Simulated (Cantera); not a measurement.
An adiabatic, constant-volume homogeneous reactor starts with C₃H₈ : O₂ : N₂ = 1 : 7.35 : 27.6 (molar parts), equivalence ratio 0.68, at 1198 K and 0.868 atm. Integrator tolerance rtol = 1e-08.

Model: GRI-Mech 3.0 (53 species, 325 reactions), integrated in Cantera. GRI-Mech 3.0 was tuned for natural gas; its chemistry of propane as a main component is partial and can be far from experiment.

What does this change do: 0.79 parts H2O added?


| quantity | before | after |
|---|---|---|
| time of steepest temperature rise | 6.24 ms | 6.44 ms |
| temperature at 0.200 s | 2657 K | 2630 K |
| equilibrium temperature | 2657 K | 2630 K |
| x(C₃H₈) at 0.200 s | <1e-12 (gas-phase equilibrium <1e-12) | <1e-12 (gas-phase equilibrium <1e-12) |
| x(O₂) at 0.200 s | 0.0587 (gas-phase equilibrium 0.0587) | 0.0575 (gas-phase equilibrium 0.0575) |
| x(CO) at 0.200 s | 0.0152 (gas-phase equilibrium 0.0152) | 0.0136 (gas-phase equilibrium 0.0136) |
| x(O) at 0.200 s | 0.00513 (gas-phase equilibrium 0.00513) | 0.00453 (gas-phase equilibrium 0.00453) |
| x(CO₂) at 0.200 s | 0.0647 (gas-phase equilibrium 0.0647) | 0.0647 (gas-phase equilibrium 0.0647) |
| x(CH₄) at 0.200 s | <1e-12 (gas-phase equilibrium <1e-12) | <1e-12 (gas-phase equilibrium <1e-12) |
